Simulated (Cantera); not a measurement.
A Cantera script and what it prints.

```python
import numpy as np
import cantera as ct

gas_names = """
    Fe FeO Fe(OH)2 H HO2 H2 H2O H2O2 H2S H2SO4 O OH O2 O3 S SH SO SO2 SO3 S2 S2O S8
""".split()
cond_names = """
    Fe(a) Fe(c) Fe(d) Fe(L) FeO(s) FeO(L) Fe(OH)2(s) Fe(OH)3(s) FeS(a) FeS(b) FeS(c) FeS(L) FeSO4(s)
    FeS2(s) Fe2O3(s) Fe2S3O12(s) Fe3O4(s) H2O(s) H2O(L) H2SO4(L) S(cr1) S(cr2) S(L)
""".split()


# ... load() reads the species with a 1 bar reference pressure and builds the phases ...
atoms = {
    'FeS2': {'Fe': 1, 'S': 2},
    'SO3': {'S': 1, 'O': 3},
    'H2O': {'H': 2, 'O': 1},
}
top_T = {'FeSO4(s)': 950, 'FeS2(s)': 1010, 'Fe2O3(s)': 1830, 'Fe2S3O12(s)': 1100, 'Fe3O4(s)': 1870}  # K; cautious upper limits of use, not melting points


# ... equilibrate(T, P, feed) seeds the gas with the atoms and calls Mixture.equilibrate('TP', solver="vcs", rtol=1e-11, max_steps=5000) ...
results = []
feed = {'FeS2': 1, 'SO3': 0.2, 'H2O': 0.15}  # mol
T = 1473.15  # K
P = 1000  # Pa
mix = equilibrate(T, P, feed)
results.append((T, P, feed, dict(zip(mix.species_names, mix.species_moles))))
print(gas.report(threshold=1e-05))
for i in range(1, mix.n_phases):
    print(f"{mix.phase(i).name:16s} {mix.phase_moles(i):12.5e} mol")
```

Output:

```
       temperature   1473.2 K
          pressure   1000 Pa
           density   0.0045773 kg/m^3
  mean mol. weight   56.065 kg/kmol
   phase of matter   gas

                          1 kg             1 kmol
                     ---------------   ---------------
          enthalpy       -3.9556e+05       -2.2177e+07  J
   internal energy       -6.1403e+05       -3.4426e+07  J
           entropy            6076.6        3.4069e+05  J/K
    Gibbs function       -9.3473e+06       -5.2406e+08  J
 heat capacity c_p            820.72             46014  J/K
 heat capacity c_v            672.42             37699  J/K

                      mass frac. Y      mole frac. X     chem. pot. / RT
                     ---------------   ---------------   ---------------
                 H        3.6044e-07        2.0048e-05           -13.422
                H2        0.00089959          0.025018           -26.844
               H2O           0.04262           0.13264           -52.582
               H2S         0.0043579           0.00717           -39.692
                 S        0.00011708        0.00020475           -12.848
                SH        0.00093692         0.0015885            -26.27
                SO         0.0094516          0.011026           -38.586
               SO2             0.388           0.33959           -64.324
                S2           0.54601           0.47742           -25.696
               S2O         0.0076007         0.0053188           -51.434
     [  +12 minor]        3.0512e-06        4.3218e-06

Fe(c)             0.00000e+00 mol
FeO(s)            0.00000e+00 mol
Fe(OH)2(s)        0.00000e+00 mol
Fe(OH)3(s)        0.00000e+00 mol
FeS(L)            9.99999e-01 mol
Fe2O3(s)          0.00000e+00 mol
Fe3O4(s)          0.00000e+00 mol
S(L)              0.00000e+00 mol
```

Cantera equilibrium calculation (NASA polynomials, part measured and part estimated; ideal gas, pure solids and liquids). FeS: taken at fixed stoichiometry.
